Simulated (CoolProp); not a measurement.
Properties of octamethylcyclotetrasiloxane (D4) at several states (Tc = 586.5 K, pc = 1.347 MPa, ω = 0.598).

Computed with CoolProp (reference Helmholtz-energy equation of state, Thol 2015).

| T (K) | p (MPa) | phase | Joule-Thomson coefficient (K/MPa) | fugacity coefficient |
|---|---|---|---|---|
| 449 | 4.78 | liquid | -0.2029 | 0.03185 |
| 386.5 | 3.55 | liquid | -0.3050 | 0.005995 |
| 446.3 | 4.51 | liquid | -0.2050 | 0.03081 |
